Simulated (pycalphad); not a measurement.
Source of the numbers: pycalphad with the COST 507 light-alloy database (1999); pressure 1 atm. These are 1990s assessments: newer ones move some temperatures and phases. Phase fractions are per mole of atoms.

Question: Give the equilibrium state of Al-0.44Mg-25.14Si (at.%) at 477 °C.

Answer: fcc, fraction 0.751, with 0.35 Mg, 0.61 Si at.%; diamond (Si), fraction 0.246, with no Mg, >99.99 Si at.%; MG2SI, fraction 0.003, with 66.7 Mg, 33.3 Si at.%.

Question: Give the equilibrium state of Al-0.44Mg-25.14Si (at.%) at 677 °C.

Answer: 
```
T = 950.00 K, P = 101325 Pa, N = 1 mol of atoms
G = -38067 J/mol, H = 32780 J/mol, S = 74.58 J/(mol K)  (SER reference)
chemical potentials (J/mol): Al -41113, Mg -95208, Si -28049
phase             fraction      x(Al)      x(Mg)      x(Si)
LIQUID              0.9210     0.8080     0.0048     0.1872
DIAMOND_A4          0.0790   3.68e-06       none     1.0000
```

Database names, with the compositions (at.%) that they take in these runs: MG2SI: Mg 67 Si 33. DIAMOND_A4 is diamond (Si). An entry "none" or "no" means that the model of the phase leaves that element out.
